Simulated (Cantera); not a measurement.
Cantera run:

```python
import numpy as np
import cantera as ct

gas_names = """
    AL ALC ALH ALN ALO ALOH ALO2 ALO2H AL2 AL2O AL2O2 C CH CH2 CH3 CH2OH CH3O CH4 CH3OH CN CO CO2 COOH
    C2 C2H CHCO,ketyl C2H2,acetylene C2H2,vinylidene CH2CO,ketene C2H3,vinyl CH3CN CH3CO,acetyl C2H4
    C2H4O,ethylen CH3CHO,ethanal CH3COOH (HCOOH)2 C2H5 C2H6 CH3OCH3 C2H5OH CCN CNC C2N2 C2O C3
    C3H3,propargyl C3H4,allene C3H4,propyne C3H4,cyclo- C3H5,allyl C3H6,propylene C3H6,cyclo- C3H6O
    C3H7,n-propyl C3H7,i-propyl C3H8 C3H8O,1propanol C3H8O,2propanol C3O2 C4 C4H2 C4H4,1,3-cyclo-
    C4H6,butadiene C4H6,2-butyne C4H6,cyclo- C4H8,1-butene C4H8,cis2-buten C4H8,tr2-butene
    C4H8,isobutene C4H8,cyclo- (CH3COOH)2 C4H9,n-butyl C4H9,i-butyl C4H9,s-butyl C4H9,t-butyl
    C4H10,isobutane C4H10,n-butane C4N2 C5 C5H6,1,3cyclo- C5H8,cyclo- C5H10,1-pentene C5H10,cyclo-
    C5H11,pentyl C5H11,t-pentyl C5H12,n-pentane C5H12,i-pentane CH3C(CH3)2CH3 C6H2 C6H5,phenyl
    C6H5O,phenoxy C6H6 C6H5OH,phenol C6H10,cyclo- C6H12,1-hexene C6H12,cyclo- C6H13,n-hexyl C7H7,benzyl
    C7H8 C7H8O,cresol C7H14,1-heptene C7H15,n-heptyl C7H16,n-heptane C8H8,styrene C8H10,ethylbenz
    C8H16,1-octene C8H17,n-octyl C8H18,isooctane C8H18,n-octane C9H19,n-nonyl C10H8,naphthale
    C10H21,n-decyl C12H9,o-bipheny C12H10,bipheny H HALO HCN HCO HCCN HNC HNCO HNO HNO2 HNO3 HO2 H2
    HCHO,formaldehy HCOOH H2O H2O2 N NCO NH NH2 NH3 NH2OH NO NO2 NO3 N2 N2H2 N2H4 N2O O OH O2 O3
""".split()
cond_names = """
    AL(cr) AL(L) ALN(s) AL2O3(a) AL2O3(L) C(gr) C6H6(L) C7H8(L) C8H18(L),n-octa H2O(s) H2O(L)
""".split()


def load(file, names, dense=False):
    # The tables refer to 1 bar. Condensed volumes are neglected.
    table = {s.name: s for s in ct.Species.list_from_file(file)}
    out = []
    for n in names:
        d = dict(table[n].input_data)
        d["thermo"] = dict(d["thermo"], **{"reference-pressure": 1e5})
        if dense:
            d["equation-of-state"] = {"model": "constant-volume", "density": "1e6 g/cm^3"}
        out.append(ct.Species.from_dict(d))
    return out


gas = ct.Solution(thermo="ideal-gas", species=load("nasa_gas.yaml", gas_names))
cond = {s.name: ct.Solution(thermo="fixed-stoichiometry", species=[s], name=s.name)
        for s in load("nasa_condensed.yaml", cond_names, dense=True)}
atoms = {
    'Al(CH3)3': {'AL': 1, 'C': 3, 'H': 9},
    'N2O': {'N': 2, 'O': 1},
    'N2': {'N': 2},
}
top_T = {'ALN(s)': 2750, 'C(gr)': 4500}  # K; cautious upper limits of use, not melting points


def equilibrate(T, P, feed):
    n = {}
    for name, mol in feed.items():
        for a, k in atoms[name].items():
            n[a] = n.get(a, 0.0) + k * mol
    gas.TPX = T, P, n
    mass = sum(n.values()) * gas.mean_molecular_weight
    gas.equilibrate("TP")
    valid = [c for c in cond.values() if c.min_temp <= T <= top_T.get(c.name, c.max_temp)]
    mix = ct.Mixture([(gas, mass / gas.mean_molecular_weight)] + [(c, 0.0) for c in valid])
    mix.T, mix.P = T, P
    mix.equilibrate("TP", solver="vcs", rtol=1e-11, max_steps=5000)
    return mix


results = []
T = 1925  # K
P = 210  # Pa
for m in [5.3, 8.7, 12, 16, 19, 23, 26, 29]:
    feed = {'Al(CH3)3': 1, 'N2O': m, 'N2': 13}  # mol
    mix = equilibrate(T, P, feed)
    results.append((T, P, feed, dict(zip(mix.species_names, mix.species_moles))))

top = {s: max(r[3][s] / sum(r[3][g] for g in gas_names) for r in results) for s in gas_names}
cols = sorted((s for s in top if top[s] > 1e-06), key=lambda s: -top[s])[:7]
seen = [c for c in cond_names if any(r[3].get(c, 0) > 1e-12 for r in results)]
print("log10 of partial pressures in bar; condensed amounts in mol")
print(f"{'n(N2O)':>10s}" + "".join(f"{s[:9]:>10s}" for s in cols + seen))
for T, P, feed, n in results:
    ng = sum(n[g] for g in gas_names)
    print(f"{feed['N2O']:10.4g}" + "".join(f"{np.log10(max(n[s] / ng * P / 1e5, 1e-99)):10.3f}" for s in cols)
          + "".join(f"{n.get(c, 0):10.4g}" for c in seen))
```

Output:

```
log10 of partial pressures in bar; condensed amounts in mol
    n(N2O)        N2        H2        O2       H2O        CO       CO2         H  AL2O3(a)
       5.3    -2.829    -3.521    -9.074    -4.262    -3.632    -5.007    -4.780       0.5
       8.7    -2.808    -4.024    -6.847    -3.653    -3.857    -4.119    -5.032       0.5
        12    -2.797    -4.969    -4.785    -3.566    -4.555    -3.786    -5.504       0.5
        16    -2.804    -5.443    -3.966    -3.630    -4.995    -3.817    -5.741       0.5
        19    -2.810    -5.584    -3.779    -3.678    -5.131    -3.859    -5.812       0.5
        23    -2.815    -5.711    -3.641    -3.736    -5.254    -3.912    -5.875       0.5
        26    -2.818    -5.783    -3.574    -3.774    -5.323    -3.949    -5.911       0.5
        29    -2.821    -5.843    -3.525    -3.810    -5.382    -3.983    -5.941       0.5
```

Equilibrium computed with Cantera from the NASA thermochemical tables; the gas is ideal and each condensed phase is pure. The feed counts by its element totals alone.
